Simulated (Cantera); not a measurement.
Charge: 1 mol CO, 0.0095 mol O2, 22 mol H2, equilibrated at 2873 K.

These are equilibrium values from Cantera (NASA tables, ideal gas, pure condensed phases), not measurements of a reactor. Candidate condensed phases: C, C6H6, C7H8, C8H18, H2O; 110 gas species. The numbers say what is thermodynamically allowed, not how fast it happens.

Question: At 10.0 Pa, list the 4 most abundant gas species with their mole fractions, and the condensed phases.

Answer: H 0.969, CO 0.0224, H2 0.00849, O 0.000420. Condensed: gas only.
